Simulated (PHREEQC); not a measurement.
0.098 g of hydrous ferric oxide (600 m²/g; 0.2 weak and 0.005 strong sites per Fe, Dzombak-Morel constants, diffuse double layer) in 1 kg of water with 0.05 mol/kgw of an inert sodium salt and 1.2e-05 mol/kgw NaF and 5e-05 mol/kgw NaH2PO4, at 25 °C; the pH is set by adding NaOH or the inert anion's acid. Oxygen is held at 0.21 atm. CO2 from the air is kept out. Nothing may precipitate in this run.

Base run: PHREEQC, ion-association model, wateq4f.dat. Each further column changes one thing. The table gives F sorbed (%).

```json
[
 {"pH": "4", "base": "40.1", "no electrostatic term (-no_edl)": "0.3", "background salt from 0.05 to 0.005 mol/kgw": "72.8", "oxide from 0.098 to 0.49 g/kgw": "89.9"},
 {"pH": "4.5", "base": "33.0", "no electrostatic term (-no_edl)": "0.4", "background salt from 0.05 to 0.005 mol/kgw": "60.3", "oxide from 0.098 to 0.49 g/kgw": "87.1"},
 {"pH": "5", "base": "23.2", "no electrostatic term (-no_edl)": "0.4", "background salt from 0.05 to 0.005 mol/kgw": "42.0", "oxide from 0.098 to 0.49 g/kgw": "80.8"},
 {"pH": "5.5", "base": "13.6", "no electrostatic term (-no_edl)": "0.4", "background salt from 0.05 to 0.005 mol/kgw": "23.3", "oxide from 0.098 to 0.49 g/kgw": "69.4"},
 {"pH": "6", "base": "6.7", "no electrostatic term (-no_edl)": "0.4", "background salt from 0.05 to 0.005 mol/kgw": "10.4", "oxide from 0.098 to 0.49 g/kgw": "52.2"},
 {"pH": "6.5", "base": "2.8", "no electrostatic term (-no_edl)": "0.4", "background salt from 0.05 to 0.005 mol/kgw": "4.0", "oxide from 0.098 to 0.49 g/kgw": "32.3"},
 {"pH": "7.5", "base": "0.4", "no electrostatic term (-no_edl)": "0.5", "background salt from 0.05 to 0.005 mol/kgw": "0.5", "oxide from 0.098 to 0.49 g/kgw": "6.8"},
 {"pH": "8", "base": "0.2", "no electrostatic term (-no_edl)": "0.5", "background salt from 0.05 to 0.005 mol/kgw": "0.2", "oxide from 0.098 to 0.49 g/kgw": "2.6"},
 {"pH": "8.5", "base": "0.1", "no electrostatic term (-no_edl)": "0.4", "background salt from 0.05 to 0.005 mol/kgw": "0.1", "oxide from 0.098 to 0.49 g/kgw": "1.0"},
 {"pH": "9", "base": "0.1", "no electrostatic term (-no_edl)": "0.3", "background salt from 0.05 to 0.005 mol/kgw": "0.1", "oxide from 0.098 to 0.49 g/kgw": "0.4"},
 {"pH": "9.5", "base": "0.0", "no electrostatic term (-no_edl)": "0.1", "background salt from 0.05 to 0.005 mol/kgw": "0.0", "oxide from 0.098 to 0.49 g/kgw": "0.2"},
 {"pH": "10", "base": "0.0", "no electrostatic term (-no_edl)": "0.0", "background salt from 0.05 to 0.005 mol/kgw": "0.0", "oxide from 0.098 to 0.49 g/kgw": "0.1"}
]
```

H3PO4, which wateq4f.dat lacks, is added to it with the constant of phreeqc.dat.
